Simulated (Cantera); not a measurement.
Input (Python, Cantera) and output of one run.

```python
import numpy as np
import cantera as ct

gas_names = """
    Cu CuO Cu2 H HO2 H2 H2O H2O2 O OH O2 O3
""".split()
cond_names = """
    Cu(cr) Cu(L) CuO(s) CuO2H2(s) Cu2O(s) Cu2O(L) H2O(s) H2O(L)
""".split()


def load(file, names, dense=False):
    # The tables refer to 1 bar. Condensed volumes are neglected.
    table = {s.name: s for s in ct.Species.list_from_file(file)}
    out = []
    for n in names:
        d = dict(table[n].input_data)
        d["thermo"] = dict(d["thermo"], **{"reference-pressure": 1e5})
        if dense:
            d["equation-of-state"] = {"model": "constant-volume", "density": "1e6 g/cm^3"}
        out.append(ct.Species.from_dict(d))
    return out


gas = ct.Solution(thermo="ideal-gas", species=load("nasa_gas.yaml", gas_names))
cond = {s.name: ct.Solution(thermo="fixed-stoichiometry", species=[s], name=s.name)
        for s in load("nasa_condensed.yaml", cond_names, dense=True)}
atoms = {
    'CuO': {'Cu': 1, 'O': 1},
    'H2': {'H': 2},
    'H2O': {'H': 2, 'O': 1},
}
top_T = {'CuO(s)': 1390}  # K; cautious upper limits of use, not melting points


def equilibrate(T, P, feed):
    n = {}
    for name, mol in feed.items():
        for a, k in atoms[name].items():
            n[a] = n.get(a, 0.0) + k * mol
    gas.TPX = T, P, n
    mass = sum(n.values()) * gas.mean_molecular_weight
    gas.equilibrate("TP")
    valid = [c for c in cond.values() if c.min_temp <= T <= top_T.get(c.name, c.max_temp)]
    mix = ct.Mixture([(gas, mass / gas.mean_molecular_weight)] + [(c, 0.0) for c in valid])
    mix.T, mix.P = T, P
    mix.equilibrate("TP", solver="vcs", rtol=1e-11, max_steps=5000)
    return mix


results = []
P = 560000  # Pa
for T in [1725, 1775, 1825, 1875, 1925, 1975, 2025, 2075, 2125, 2175]:
    for m in [270, 370, 460, 560, 650, 750, 850, 940, 1000, 1100]:
        feed = {'CuO': 1, 'H2': m, 'H2O': 0.13}  # mol
        mix = equilibrate(T, P, feed)
        results.append((T, P, feed, dict(zip(mix.species_names, mix.species_moles))))

for T, P, feed, n in results:
    print(f"{T:7g} {feed['H2']:10.4g}  " + (" + ".join(c for c in cond_names if n.get(c, 0) > 1e-12) or "gas only"))
```

Result:

```
   1725        270  Cu(L)
   1725        370  Cu(L)
   1725        460  Cu(L)
   1725        560  Cu(L)
   1725        650  Cu(L)
   1725        750  Cu(L)
   1725        850  Cu(L)
   1725        940  Cu(L)
   1725       1000  Cu(L)
   1725       1100  Cu(L)
   1775        270  Cu(L)
   1775        370  Cu(L)
   1775        460  Cu(L)
   1775        560  Cu(L)
   1775        650  Cu(L)
   1775        750  Cu(L)
   1775        850  Cu(L)
   1775        940  Cu(L)
   1775       1000  Cu(L)
   1775       1100  Cu(L)
   1825        270  Cu(L)
   1825        370  Cu(L)
   1825        460  Cu(L)
   1825        560  Cu(L)
   1825        650  Cu(L)
   1825        750  Cu(L)
   1825        850  Cu(L)
   1825        940  Cu(L)
   1825       1000  Cu(L)
   1825       1100  Cu(L)
   1875        270  Cu(L)
   1875        370  Cu(L)
   1875        460  Cu(L)
   1875        560  Cu(L)
   1875        650  Cu(L)
   1875        750  Cu(L)
   1875        850  Cu(L)
   1875        940  Cu(L)
   1875       1000  Cu(L)
   1875       1100  Cu(L)
   1925        270  Cu(L)
   1925        370  Cu(L)
   1925        460  Cu(L)
   1925        560  Cu(L)
   1925        650  Cu(L)
   1925        750  Cu(L)
   1925        850  Cu(L)
   1925        940  Cu(L)
   1925       1000  Cu(L)
   1925       1100  Cu(L)
   1975        270  Cu(L)
   1975        370  Cu(L)
   1975        460  Cu(L)
   1975        560  Cu(L)
   1975        650  Cu(L)
   1975        750  Cu(L)
   1975        850  Cu(L)
   1975        940  Cu(L)
   1975       1000  Cu(L)
   1975       1100  Cu(L)
   2025        270  Cu(L)
   2025        370  Cu(L)
   2025        460  Cu(L)
   2025        560  Cu(L)
   2025        650  Cu(L)
   2025        750  Cu(L)
   2025        850  Cu(L)
   2025        940  Cu(L)
   2025       1000  Cu(L)
   2025       1100  gas only
   2075        270  Cu(L)
   2075        370  Cu(L)
   2075        460  Cu(L)
   2075        560  Cu(L)
   2075        650  Cu(L)
   2075        750  gas only
   2075        850  gas only
   2075        940  gas only
   2075       1000  gas only
   2075       1100  gas only
   2125        270  Cu(L)
   2125        370  Cu(L)
   2125        460  gas only
   2125        560  gas only
   2125        650  gas only
   2125        750  gas only
   2125        850  gas only
   2125        940  gas only
   2125       1000  gas only
   2125       1100  gas only
   2175        270  Cu(L)
   2175        370  gas only
   2175        460  gas only
   2175        560  gas only
   2175        650  gas only
   2175        750  gas only
   2175        850  gas only
   2175        940  gas only
   2175       1000  gas only
   2175       1100  gas only
```

Equilibrium computed with Cantera from the NASA thermochemical tables; the gas is ideal and each condensed phase is pure.
